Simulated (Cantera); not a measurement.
What does this Cantera script print?

```python
import numpy as np
import cantera as ct

gas = ct.Solution("gri30.yaml")
gas.TPX = 1198, 100000, {'CH4': 0.018, 'O2': 0.032, 'N2': 1}
reactor = ct.IdealGasConstPressureReactor(gas, energy="off", clone=False)
net = ct.ReactorNet([reactor])
net.rtol, net.atol = 1e-08, 1e-18
show = ['CH4', 'O2', 'H2O', 'NO', 'C2H', 'N2O']
times = np.geomspace(0.0002, 4, 13)

steps = ct.SolutionArray(gas, extra=["t"])
rows = []
print(f"{'t/s':>10s}{'T/K':>9s}{'P/Pa':>11s}" + "".join(f"{s:>11s}" for s in show))
for t in times:
    while net.time < t:
        t_next = net.step()
        steps.append(gas.state, t=t_next)
    rows.append([np.interp(t, steps.t, y) for y in (steps.T, steps.P, *steps(*show).X.T)])
    print(f"{t:10.3e}{rows[-1][0]:9.1f}{rows[-1][1]:11.4g}" + "".join(f"{x:11.3e}" for x in rows[-1][2:]))
rate = np.gradient(steps.T, steps.t)
print("integrator steps:", len(steps.t))
if steps.T.max() > steps.T[0] + 200:
    print(f"time of steepest temperature rise: {steps.t[rate.argmax()]:.4e} s")
gas.TPX = 1198, 100000, {'CH4': 0.018, 'O2': 0.032, 'N2': 1}
gas.equilibrate("TP")
print(f"equilibrium (TP): T = {gas.T:.1f} K  " + "  ".join(f"{s} {gas[s].X[0]:.3e}" for s in show))
```

Result:

```
       t/s      T/K       P/Pa        CH4         O2        H2O         NO        C2H        N2O
 2.000e-04   1198.0      1e+05  1.714e-02  3.048e-02  3.344e-10  2.168e-20  4.108e-33  5.916e-15
 4.565e-04   1198.0      1e+05  1.714e-02  3.048e-02  1.326e-09  6.717e-20  2.558e-31  2.755e-14
 1.042e-03   1198.0      1e+05  1.714e-02  3.048e-02  6.480e-09  2.470e-19  1.952e-29  1.327e-13
 2.378e-03   1198.0      1e+05  1.714e-02  3.048e-02  3.602e-08  1.144e-18  1.891e-27  6.279e-13
 5.429e-03   1198.0      1e+05  1.714e-02  3.048e-02  2.201e-07  6.809e-18  2.684e-25  2.682e-12
 1.239e-02   1198.0      1e+05  1.714e-02  3.047e-02  1.348e-06  4.506e-17  4.346e-23  8.579e-12
 2.828e-02   1198.0      1e+05  1.713e-02  3.047e-02  6.055e-06  2.169e-16  2.318e-21  2.184e-11
 6.456e-02   1198.0      1e+05  1.711e-02  3.046e-02  2.151e-05  8.132e-16  5.327e-20  6.719e-11
 1.474e-01   1198.0      1e+05  1.703e-02  3.040e-02  8.592e-05  4.056e-15  1.912e-18  2.739e-10
 3.364e-01   1198.0      1e+05  1.642e-02  3.000e-02  5.834e-04  8.104e-14  4.604e-16  1.605e-09
 7.678e-01   1198.0      1e+05  4.333e-12  7.637e-09  2.962e-02  7.099e-07  3.477e-24  4.155e-10
 1.752e+00   1198.0      1e+05  3.261e-12  1.850e-10  2.958e-02  6.184e-07  4.827e-25  1.479e-09
 4.000e+00   1198.0      1e+05  3.140e-12  1.960e-11  2.957e-02  4.980e-07  1.482e-25  1.731e-09
integrator steps: 3403
equilibrium (TP): T = 1198.0 K  CH4 4.082e-12  O2 6.220e-15  H2O 2.956e-02  NO 3.657e-11  C2H 3.400e-29  N2O 2.815e-15
```

Model: GRI-Mech 3.0 (53 species, 325 reactions), integrated in Cantera. The temperature is held fixed by assumption; the heat of reaction is taken as removed at once.
